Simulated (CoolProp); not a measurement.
Model: reference Helmholtz-energy equation of state, Lemmon 2006, in CoolProp. It is a short technical equation, of lower accuracy than the large ones.

Question: Give the vapour pressure (MPa), liquid density (kg/m³), vapour density (kg/m³), enthalpy of vaporisation (kJ/kg) of saturated carbon monoxide at -183.35 °C.

Answer: 
```tsv
T (°C)	p (MPa)	liquid density (kg/m³)	vapour density (kg/m³)	enthalpy of vaporisation (kJ/kg)
-183.35	0.234	756	9.49	203
```
